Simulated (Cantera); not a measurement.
A closed system holds: 1 mol Cr, 0.018 mol H2O, held at 1330 Pa.

Cantera equilibrium calculation (NASA polynomials, part measured and part estimated; ideal gas, pure solids and liquids). Candidate condensed phases: Cr, Cr2O3, H2O; 13 gas species. Mutual solubility and eutectic melting of coexisting phases are not modelled. Kinetics and transport are ignored.

x: gas mole fraction; n: condensed amount in mol.

```
T (K)   x H2      x Cr     x H2O       x H     x CrO  n Cr(s)  n Cr2O3(s)
-----  -----  --------  --------  --------  --------  -------  ----------
1425   0.999   8.29e-6  0.000735   5.91e-5   1.62e-9    0.988     0.00600
1475   0.999   2.50e-5   0.00105  0.000112   7.79e-9    0.988     0.00599
1525   0.998   7.00e-5   0.00146  0.000205   3.37e-8    0.988     0.00599
1575   0.997       [?]       [?]       [?]       [?]    0.988     0.00599
1625   0.996  0.000450   0.00265  0.000610   4.76e-7    0.988     0.00598
1675   0.994   0.00105   0.00348   0.00100   1.58e-6    0.988     0.00598
1725   0.992   0.00231   0.00448   0.00160   4.90e-6    0.988     0.00597
1775   0.987       [?]       [?]       [?]       [?]    0.988     0.00597
1825   0.979   0.00984   0.00711   0.00377   3.88e-5    0.988     0.00596
1875   0.967    0.0191   0.00872   0.00558  0.000100    0.988     0.00595
```

**Question.** Some entries are withheld; supply them.

**Answer.** 
- 1575, x Cr: 0.000183
- 1575, x H2O: 0.00198
- 1575, x H: 0.000359
- 1575, x CrO: 1.32e-7
- 1775, x Cr: 0.00487
- 1775, x H2O: 0.00569
- 1775, x H: 0.00249
- 1775, x CrO: 1.42e-5
